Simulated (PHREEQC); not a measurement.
A solution holds 0.029 mol/kgw H2SO4, 0.00066 mol/kgw FeSO4 and 0.00014 mol/kgw MgSO4, at 25 °C. Closed to the air; pH follows from the charge balance.

All values are PHREEQC results (ion-association model, phreeqc.dat), not measurements.

| quantity | before | after |
|---|---|---|
| pH | 1.48 | 6.40 |
| ionic strength (mol/kgw) | 0.0511 | 0.00294 |
| HSO4- (mol/kgw) | 0.0190 | 2.37e-8 |
| SO4-2 (mol/kgw) | 0.0105 | 0.000736 |
| Fe+2 (mol/kgw) | 0.000435 | 0.000610 |
| FeSO4 (mol/kgw) | 0.000177 | 5.01e-5 |
| SI of Melanterite (FeSO4:7H2O) | -3.79 | -4.34 |

Task: Which change was made?
A) H2SO4 left out
B) MgSO4 from 0.00014 to 0.0007 mol/kgw
C) temperature from 25 to 90 °C
D) MgSO4 replaced by Fe2(SO4)3 at the same molality
E) temperature from 25 to 20 °C

Result: A, H2SO4 left out

Precipitation was switched off in this run.
